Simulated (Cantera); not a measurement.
Input: 1 mol (CH3)2SiCl2, 2.5 mol H2, held at 1.00 bar.

Equilibrium computed with Cantera from the NASA thermochemical tables; the gas is ideal and each condensed phase is pure. Candidate condensed phases: C, C6H6, C7H8, C8H18, Si, SiC; 109 gas species. The feed counts by its element totals alone. Gases not in the tables: Si2H6 and higher silanes. Rates play no part.

### Question
What share of the Si ends up in condensed phases as a function of T (K), at 1898, 1948, 1998, 2048, 2098, 2148, 2198, 2248?

### Answer
```
T (K)  Si condensed (%)      as
-----  ----------------  ------
1898               91.7  SiC(s)
1948               90.9  SiC(s)
1998               90.0  SiC(s)
2048               89.1  SiC(s)
2098               88.2  SiC(s)
2148               87.2  SiC(s)
2198               86.2  SiC(s)
2248               85.1  SiC(s)
```
